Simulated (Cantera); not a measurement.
Charge: 1 mol SiH₂Cl₂, a varied amount of N₂, equilibrated at 1550 °C and 0.133 bar.

Method: chemical equilibrium by Gibbs-energy minimisation in Cantera with the NASA 1993 tables (ideal gas, pure condensed phases). Candidate condensed phases: NH₄Cl, Si, Si₃N₄; 28 gas species. Mutual solubility and eutectic melting of coexisting phases are not modelled. Gases not in the tables: Si₂H₆ and higher silanes. The numbers say what is thermodynamically allowed, not how fast it happens.

Question: Which condensed phases are stable at each of these points (n(N₂) (mol)): 0.23, 0.49, 1, 2.1, 4.5, 9.3, 19, 41?

Answer: 
| n(N₂) (mol) | condensed phases | Si condensed (%) |
|---|---|---|
| 0.23 | Si(l) + Si₃N₄(s) | 24.0 |
| 0.49 | Si₃N₄(s) | 26.2 |
| 1 | Si₃N₄(s) | 30.9 |
| 2.1 | Si₃N₄(s) | 34.5 |
| 4.5 | Si₃N₄(s) | 36.7 |
| 9.3 | Si₃N₄(s) | 37.9 |
| 19 | Si₃N₄(s) | 38.5 |
| 41 | Si₃N₄(s) | 38.7 |

At 0.23 mol N₂ the condensed part is Si(l) + Si₃N₄(s). From 0.49 mol N₂ to 41 mol N₂ the condensed part is Si₃N₄(s).
